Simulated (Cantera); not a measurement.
**Carbothermic reduction: SiO2 + CH4 + CO**

A closed system holds: 1 mol SiO2, 0.98 mol CH4, 0.44 mol CO, held at 1552 °C and 10.0 mbar.

Equilibrium computed with Cantera from the NASA thermochemical tables; the gas is ideal and each condensed phase is pure. Candidate condensed phases: C, C6H6, C7H8, C8H18, H2O, Si, SiC, SiO2; 123 gas species. The tables hold silica as quartz up to 1696 K and as liquid above; real silica turns to tridymite and cristobalite and melts near 1996 K. The numbers say what is thermodynamically allowed, not how fast it happens.

| Property | Value |
|---|---|
| x(H2) | 0.446 |
| x(CO) | 0.325 |
| x(SiO) | 0.225 |
| x(H) | 0.00294 |
| x(H2O) | 0.000703 |
| x(CO2) | 0.000131 |
| n(SiO2(condensed)) | 0.0164 mol |
| gas amount | 4.370 mol |
| log10 activity of Si(l) (absent) | -2.79 |
| log10 activity of C(graphite) (absent) | -3.28 |
